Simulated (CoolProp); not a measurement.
Neopentane along the isobar 1.33 MPa: fugacity coefficient from the reference equation and from simpler models built on Tc = 433.7 K, pc = 3.196 MPa, ω = 0.196; each cubic takes its own stable root.

Values from CoolProp's reference Helmholtz-energy equation of state, Lemmon 2006. It is a short technical equation, of lower accuracy than the large ones.

```csv
T (K),phase,reference,Redlich-Kwong,Soave-Redlich-Kwong,Peng-Robinson
410.7,gas,0.8351,0.8377,0.8347,0.8211
420.6,gas,0.8475,0.8485,0.8469,0.8334
430.6,gas,0.8588,0.8585,0.8581,0.8448
440.5,gas,0.8689,0.8676,0.8683,0.8551
450.5,gas,0.8782,0.8760,0.8778,0.8647
460.4,gas,0.8866,0.8836,0.8864,0.8735
470.4,gas,0.8943,0.8908,0.8944,0.8817
480.3,gas,0.9013,0.8973,0.9017,0.8892
490.3,gas,0.9078,0.9035,0.9086,0.8962
500.2,gas,0.9137,0.9091,0.9148,0.9027
510.2,gas,0.9193,0.9144,0.9207,0.9088
520.1,gas,0.9243,0.9192,0.9261,0.9144
530.1,gas,0.9291,0.9238,0.9312,0.9196
540,gas,0.9334,0.9280,0.9358,0.9245
550,gas,0.9375,0.9320,0.9402,0.9291
```
